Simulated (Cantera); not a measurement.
Reactions in the system H-N-Nb-O

Cantera with NASA thermochemical tables; ideal gases at 1 bar, condensed phases pure. Values are per mole of reaction as written; species without (g) are pure solids or liquids, kept so even where they would boil at 1 bar.

2 NbO2(g) + 2 NH3(g) → 3 H2O(g) + 2 Nb + N2O(g)

| T (K) | ΔH° (kJ) | ΔS° (J/K) | ΔG° (kJ) | log10 K | condensed phases |
|---|---|---|---|---|---|
| 300 | -151.9 | -71.8 | -130.4 | 22.71 | Nb(s) |
| 2548 | -108.0 | -31.9 | -26.7 | 0.55 | Nb(s) |
| 2598 | -106.0 | -31.1 | -25.1 | 0.51 | Nb(s) |
| 2648 | -104.0 | -30.4 | -23.6 | 0.47 | Nb(s) |
| 2698 | -101.9 | -29.6 | -22.1 | 0.43 | Nb(s) |
| 2748 | -99.6 | -28.7 | -20.6 | 0.39 | Nb(s) |
| 2798 | -44.5 | -8.7 | -20.2 | 0.38 | Nb(l) |
| 2848 | -43.1 | -8.2 | -19.7 | 0.36 | Nb(l) |
| 2898 | -41.8 | -7.8 | -19.3 | 0.35 | Nb(l) |
